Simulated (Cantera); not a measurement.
Feed: 1 mol SiCl4, 610 mol H2, a varied amount of HCl, equilibrated at 1.33 mbar.

Points: T (K) = 1498, 1523, 1548, 1573, 1598, 1623, 1648, 1673, 1698, 1723, 1748; n(HCl) (mol) = 0.16, 0.53, 0.91, 1.3, 1.7, 2, 2.4, 2.8, 3.1, 3.5, 3.9, 4.3, 4.6.

Cantera's Mixture.equilibrate('TP', solver="vcs", rtol=1e-11, max_steps=5000) on the NASA tables stopped like this:

```
ERROR: FAILURE its = 5001!

*******************************************************************************
CanteraError thrown by MultiPhase::equilibrate:
VCS solver failed. Return code: -1
*******************************************************************************
```

Q: What got this run through?

A: Several could match; the one computed here: The failure is numerical, not chemical. The same input converged with solver="gibbs", rtol=1e-10, max_steps=50000, and the result passed a check of the equilibrium conditions:
```
   1498       0.16  Si(cr)
   1498       0.53  Si(cr)
   1498       0.91  Si(cr)
   1498        1.3  Si(cr)
   1498        1.7  Si(cr)
   1498          2  Si(cr)
   1498        2.4  Si(cr)
   1498        2.8  Si(cr)
   1498        3.1  Si(cr)
   1498        3.5  Si(cr)
   1498        3.9  Si(cr)
   1498        4.3  Si(cr)
   1498        4.6  Si(cr)
   1523       0.16  Si(cr)
   1523       0.53  Si(cr)
   1523       0.91  Si(cr)
   1523        1.3  Si(cr)
   1523        1.7  Si(cr)
   1523          2  Si(cr)
   1523        2.4  Si(cr)
   1523        2.8  Si(cr)
   1523        3.1  Si(cr)
   1523        3.5  Si(cr)
   1523        3.9  Si(cr)
   1523        4.3  Si(cr)
   1523        4.6  Si(cr)
   1548       0.16  Si(cr)
   1548       0.53  Si(cr)
   1548       0.91  Si(cr)
   1548        1.3  Si(cr)
   1548        1.7  Si(cr)
   1548          2  Si(cr)
   1548        2.4  Si(cr)
   1548        2.8  Si(cr)
   1548        3.1  Si(cr)
   1548        3.5  Si(cr)
   1548        3.9  Si(cr)
   1548        4.3  Si(cr)
   1548        4.6  Si(cr)
   1573       0.16  Si(cr)
   1573       0.53  Si(cr)
   1573       0.91  Si(cr)
   1573        1.3  Si(cr)
   1573        1.7  Si(cr)
   1573          2  Si(cr)
   1573        2.4  Si(cr)
   1573        2.8  Si(cr)
   1573        3.1  Si(cr)
   1573        3.5  Si(cr)
   1573        3.9  Si(cr)
   1573        4.3  Si(cr)
   1573        4.6  Si(cr)
   1598       0.16  Si(cr)
   1598       0.53  Si(cr)
   1598       0.91  Si(cr)
   1598        1.3  Si(cr)
   1598        1.7  Si(cr)
   1598          2  Si(cr)
   1598        2.4  Si(cr)
   1598        2.8  Si(cr)
   1598        3.1  Si(cr)
   1598        3.5  Si(cr)
   1598        3.9  Si(cr)
   1598        4.3  Si(cr)
   1598        4.6  Si(cr)
   1623       0.16  Si(cr)
   1623       0.53  Si(cr)
   1623       0.91  Si(cr)
   1623        1.3  Si(cr)
   1623        1.7  Si(cr)
   1623          2  Si(cr)
   1623        2.4  Si(cr)
   1623        2.8  Si(cr)
   1623        3.1  Si(cr)
   1623        3.5  Si(cr)
   1623        3.9  Si(cr)
   1623        4.3  Si(cr)
   1623        4.6  Si(cr)
   1648       0.16  Si(cr)
   1648       0.53  Si(cr)
   1648       0.91  Si(cr)
   1648        1.3  Si(cr)
   1648        1.7  Si(cr)
   1648          2  Si(cr)
   1648        2.4  Si(cr)
   1648        2.8  Si(cr)
   1648        3.1  Si(cr)
   1648        3.5  Si(cr)
   1648        3.9  Si(cr)
   1648        4.3  Si(cr)
   1648        4.6  Si(cr)
   1673       0.16  Si(cr)
   1673       0.53  Si(cr)
   1673       0.91  Si(cr)
   1673        1.3  Si(cr)
   1673        1.7  Si(cr)
   1673          2  Si(cr)
   1673        2.4  Si(cr)
   1673        2.8  Si(cr)
   1673        3.1  Si(cr)
   1673        3.5  Si(cr)
   1673        3.9  Si(cr)
   1673        4.3  Si(cr)
   1673        4.6  Si(cr)
   1698       0.16  Si(L)
   1698       0.53  Si(L)
   1698       0.91  Si(L)
   1698        1.3  Si(L)
   1698        1.7  Si(L)
   1698          2  Si(L)
   1698        2.4  Si(L)
   1698        2.8  Si(L)
   1698        3.1  Si(L)
   1698        3.5  Si(L)
   1698        3.9  Si(L)
   1698        4.3  Si(L)
   1698        4.6  Si(L)
   1723       0.16  Si(L)
   1723       0.53  Si(L)
   1723       0.91  Si(L)
   1723        1.3  Si(L)
   1723        1.7  Si(L)
   1723          2  Si(L)
   1723        2.4  Si(L)
   1723        2.8  Si(L)
   1723        3.1  Si(L)
   1723        3.5  Si(L)
   1723        3.9  Si(L)
   1723        4.3  Si(L)
   1723        4.6  Si(L)
   1748       0.16  Si(L)
   1748       0.53  Si(L)
   1748       0.91  Si(L)
   1748        1.3  Si(L)
   1748        1.7  Si(L)
   1748          2  Si(L)
   1748        2.4  Si(L)
   1748        2.8  Si(L)
   1748        3.1  Si(L)
   1748        3.5  gas only
   1748        3.9  gas only
   1748        4.3  gas only
   1748        4.6  gas only
```

The gas is ideal and each condensed phase is pure. The tables' values for SiCl3 are old estimates.
